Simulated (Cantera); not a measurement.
Charge: 1 mol CHF3, 1.5 mol F2, a varied amount of H2, held at 1700 °C and 0.0960 bar.

Cantera equilibrium calculation (NASA polynomials, part measured and part estimated; ideal gas, pure solids and liquids). Candidate condensed phases: C, C6H6, C7H8, C8H18; 95 gas species. Rates play no part.

Q: At 4.7 mol H2, list the 4 most abundant gas species with their mole fractions, and the condensed phases.

A: HF 0.731, H2 0.267, H 0.00225, C2H2 (acetylene) 0.000171. Condensed: C(graphite).
